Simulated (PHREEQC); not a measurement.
0.011 g of hydrous ferric oxide (600 m²/g; 0.2 weak and 0.005 strong sites per Fe, Dzombak-Morel constants, diffuse double layer) in 1 kg of water with 0.001 mol/kgw of an inert sodium salt and 4e-06 mol/kgw MgCl2 and 2.4e-06 mol/kgw BaCl2, at 25 °C; the pH is set by adding NaOH or the inert anion's acid. O2 is buffered at 0.21 atm. No CO2 enters from the air. Nothing may precipitate in this run.

Base run: PHREEQC, ion-association model, wateq4f.dat. Each further column changes one thing. The table gives Ba sorbed (%).

| pH | base | no electrostatic term (-no_edl) | background salt from 0.001 to 0.0001 mol/kgw | oxide from 0.011 to 0.055 g/kgw | 2.6e-06 mol/kgw SrCl2 added |
|---|---|---|---|---|---|
| 3 | 0.0 | 0.0 | 0.0 | 0.0 | 0.0 |
| 3.38 | 0.0 | 0.0 | 0.0 | 0.0 | 0.0 |
| 4.12 | 0.0 | 0.0 | 0.0 | 0.0 | 0.0 |
| 4.5 | 0.0 | 0.0 | 0.0 | 0.0 | 0.0 |
| 4.88 | 0.0 | 0.1 | 0.0 | 0.0 | 0.0 |
| 5.62 | 0.0 | 0.3 | 0.0 | 0.0 | 0.0 |
| 6 | 0.0 | 0.7 | 0.0 | 0.0 | 0.0 |
| 6.38 | 0.0 | 1.6 | 0.0 | 0.0 | 0.0 |
| 7.12 | 0.1 | 4.8 | 0.1 | 0.7 | 0.1 |
| 7.5 | 0.7 | 6.5 | 0.8 | 3.5 | 0.7 |
| 7.88 | 3.3 | 7.5 | 3.5 | ? | 3.1 |
| 8.62 | 17.0 | 6.9 | ? | ? | 13.4 |
| 9 | 22.0 | 5.3 | 22.3 | 86.2 | 16.3 |

**Question.** What belongs in the gaps?

**Answer.** 
- 7.88, oxide from 0.011 to 0.055 g/kgw: 14.8
- 8.62, background salt from 0.001 to 0.0001 mol/kgw: 17.5
- 8.62, oxide from 0.011 to 0.055 g/kgw: 65.8

The oxide is taken as insoluble; below pH 4 it would dissolve.
